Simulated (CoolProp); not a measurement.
Vapour-liquid equilibrium of R1234ze(E) (1) + n-pentane (2) at 42.35 °C; x and y are mole fractions of (1).

The numbers come from the multi-fluid Helmholtz-energy mixture model, Thol 2016 and Thol 2019; pair parameters Bell 2016 in CoolProp.

```
x     bubble pressure, mixture model (bar)  bubble pressure, Raoult's law (bar)  y, mixture model  y, Raoult's law
----  ------------------------------------  -----------------------------------  ----------------  ---------------
0.05                                 2.039                                1.596             0.398            0.256
0.2                                  3.936                                2.633             0.712            0.620
0.35                                 5.210                                3.671             0.801            0.779
0.5                                  6.063                                4.708             0.846            0.867
0.65                                 6.710                                5.746             0.880            0.924
0.8                                  7.314                                6.783             0.917            0.963
0.95                                 7.951                                7.821             0.973            0.992
```

The largest gap from Raoult's law is +49.5 % in bubble pressure, at x = 0.2. No azeotrope shows between x = 0.05 and 0.95.

Pair parameters are fitted to limited data, so mixtures are less certain than the pure fluids.
